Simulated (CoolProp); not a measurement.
Aqueous sodium chloride as a coolant, at 15 °C, 1 atm.

The numbers come from the Melinder's fits for secondary coolants in CoolProp.

```csv
mass %,freezing point (°C),cp (kJ/(kg K)),conductivity (W/(m K)),density (kg/m³),viscosity (mPa s)
2.2,-1.3,4.063,0.588,1015,1.17
4.8,-2.9,(withheld),0.585,1034,1.22
7.3,-4.6,3.822,0.583,1052,1.28
9.8,-6.4,3.723,0.581,1071,1.34
12.3,-8.4,3.633,0.578,1090,1.42
14.8,-10.7,3.552,0.576,1109,1.50
17.3,(withheld),3.478,0.573,1129,(withheld)
19.8,-16.2,3.410,0.571,1148,1.72
22.3,(withheld),3.348,0.568,1169,1.87
```

Complete the blanks.


- 4.8, cp (kJ/(kg K)): 3.933
- 17.3, freezing point (°C): -13.3
- 17.3, viscosity (mPa s): 1.60
- 22.3, freezing point (°C): -19.5
